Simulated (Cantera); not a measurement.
An isothermal, constant-pressure homogeneous reactor starts with H2 : O2 : N2 = 0.8 : 1 : 11 (molar parts), at 1300 K and 82.5 Torr.

Computed with Cantera and the H2/O2 subset of GRI-Mech 3.0, which has no nitrogen chemistry. The temperature is held fixed by assumption; the heat of reaction is taken as removed at once.

x: mole fraction; the columns are a selection and need not sum to one.

| t (s) | x H2 | x O2 | x HO2 | x O | x H |
|---|---|---|---|---|---|
| 1.00e-5 | 0.0625 | 0.0781 | ? | 2.00e-10 | 2.03e-9 |
| 4.90e-5 | 0.0625 | 0.0781 | ? | 3.58e-9 | 1.47e-8 |
| 0.000240 | 0.0625 | 0.0781 | ? | 8.76e-7 | 3.08e-6 |
| 0.00118 | 0.00530 | 0.0492 | 2.56e-6 | 0.0112 | 0.0227 |
| 0.00577 | 0.00235 | 0.0482 | 2.53e-6 | 0.00376 | 0.00512 |
| 0.0283 | 0.000149 | 0.0482 | ? | 0.000215 | 7.19e-5 |
| 0.139 | 6.48e-6 | 0.0484 | ? | 9.60e-6 | 6.76e-7 |
| 0.679 | 6.92e-7 | 0.0484 | ? | 1.05e-6 | 2.45e-8 |
| 3.33 | 1.32e-7 | 0.0484 | 5.73e-9 | 2.03e-7 | 2.08e-9 |
| 16.3 | 7.75e-8 | 0.0484 | 5.76e-9 | 1.18e-7 | 9.37e-10 |
| 80.0 | 7.73e-8 | 0.0484 | 5.76e-9 | 1.18e-7 | 9.33e-10 |

What belongs in the gaps?


- 1.00e-5, x HO2: 2.12e-9
- 4.90e-5, x HO2: 1.04e-8
- 0.000240, x HO2: 8.33e-8
- 0.0283, x HO2: 1.09e-6
- 0.139, x HO2: 9.69e-8
- 0.679, x HO2: 1.30e-8
